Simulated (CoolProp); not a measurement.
Vapour-liquid equilibrium of hydrogen sulfide (1) + n-butane (2) at 227 kPa; x and y are mole fractions of (1).

Values from CoolProp's multi-fluid Helmholtz-energy mixture model, Lemmon 2006 and Bücker 2006; pair parameters Kunz 2012.

| x | bubble temperature (°C) | y at the bubble point | dew temperature at overall composition x (°C) | liquid density (mol/L) |
|---|---|---|---|---|
| 0.05 | 4.3 | … | 21.2 | 10.48 |
| 0.2 | -23.3 | 0.849 | 15.9 | 11.95 |
| 0.35 | -32.6 | 0.913 | 10.0 | 13.51 |
| 0.5 | -36.5 | 0.936 | 3.0 | … |
| 0.65 | -38.6 | 0.949 | -5.8 | 17.98 |
| 0.8 | … | 0.962 | -17.9 | 21.26 |
| 0.95 | -42.2 | 0.985 | -38.8 | 25.39 |

Q: Some entries are withheld; supply them.

A: 
- 0.05, y at the bubble point: 0.474
- 0.5, liquid density (mol/L): 15.45
- 0.8, bubble temperature (°C): -40.2

No azeotrope shows between x = 0.05 and 0.95.

Pair parameters are fitted to limited data, so mixtures are less certain than the pure fluids. With so large a gap from Raoult's law the liquid may split in two, which this calculation doesn't test in full.
